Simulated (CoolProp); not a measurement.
Vapour-liquid equilibrium of propane (1) + isohexane (2) at 1.39 bar; x and y are mole fractions of (1).

Computed with CoolProp (multi-fluid Helmholtz-energy mixture model, Lemmon 2009 and Lemmon 2006; pair parameters Bell 2016).

```json
[
 {"x": "0.05", "bubble temperature (°C)": "48.8", "y at the bubble point": "0.510", "dew temperature at overall composition x (°C)": "?", "liquid density (mol/L)": "7.402"},
 {"x": "0.2", "bubble temperature (°C)": "10.7", "y at the bubble point": "0.906", "dew temperature at overall composition x (°C)": "63.3", "liquid density (mol/L)": "8.313"},
 {"x": "0.35", "bubble temperature (°C)": "?", "y at the bubble point": "?", "dew temperature at overall composition x (°C)": "56.9", "liquid density (mol/L)": "9.084"},
 {"x": "0.5", "bubble temperature (°C)": "-17.0", "y at the bubble point": "0.985", "dew temperature at overall composition x (°C)": "?", "liquid density (mol/L)": "9.859"},
 {"x": "0.65", "bubble temperature (°C)": "-23.9", "y at the bubble point": "?", "dew temperature at overall composition x (°C)": "39.9", "liquid density (mol/L)": "10.69"},
 {"x": "0.8", "bubble temperature (°C)": "-29.1", "y at the bubble point": "0.997", "dew temperature at overall composition x (°C)": "26.4", "liquid density (mol/L)": "11.60"},
 {"x": "0.95", "bubble temperature (°C)": "-33.4", "y at the bubble point": "0.999", "dew temperature at overall composition x (°C)": "-0.3", "liquid density (mol/L)": "12.61"}
]
```

Problem. Complete the blanks.

Solution. 
- 0.05, dew temperature at overall composition x (°C): 68.8
- 0.35, bubble temperature (°C): -6.8
- 0.35, y at the bubble point: 0.967
- 0.5, dew temperature at overall composition x (°C): 49.4
- 0.65, y at the bubble point: 0.993

No azeotrope shows between x = 0.05 and 0.95.

The pair parameters rest on a limited set of measurements; away from them the model extrapolates. The gap from Raoult's law changes sign with composition, which may be real or a fault of the pair parameters; it wasn't checked against measurements.
